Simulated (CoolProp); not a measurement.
A Linde-Hampson liquefier for ethylene: isothermal reversible compression at 320 K from 1 atm to 20 MPa, throttling to 1 atm, return gas leaving the recuperator 10 K below the feed. Each further row changes one setting.

The numbers come from the reference Helmholtz-energy equation of state, Smukala 2000 in CoolProp.

```
case                        liquid yield per pass  compression work (kJ/kg of gas)
--------------------------  ---------------------  -------------------------------
as stated                                   0.403                              418
high pressure 40 MPa                        0.414                              468
warm-end temperature 350 K                  0.315                              483
warm-end gap 15 K                           0.396                              418
```
